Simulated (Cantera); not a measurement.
Standard-state values (1 bar) from the NASA 1993 polynomials, evaluated with Cantera. Values are per mole of reaction as written; species without (g) are pure solids or liquids, kept so even where they would boil at 1 bar.

Cr2N + 3 H(g) = 2 Cr + NH3(g), with ΔH° = -574.5 kJ and ΔS° = -169.4 J/K at 300 K.

Problem. How far is the shortcut ΔG° ≈ ΔH°(300 K) − T·ΔS°(300 K) from the full temperature-dependent value at 548, 598, 648, 698, 748, 798, 848, 898, 948 K?

Solution. 
```tsv
T (K)	shortcut (kJ)	full (kJ)	difference (kJ)	difference in log10 K
548	-481.7	-477.9	-3.8	0.36
598	-473.2	-468.0	-5.2	0.46
648	-464.7	-457.9	-6.9	0.56
698	-456.3	-447.6	-8.7	0.65
748	-447.8	-437.2	-10.6	0.74
798	-439.3	-426.7	-12.7	0.83
848	-430.9	-416.0	-14.9	0.91
898	-422.4	-405.3	-17.1	1.00
948	-413.9	-394.4	-19.5	1.08
```
The shortcut ignores the heat-capacity change of the reaction.
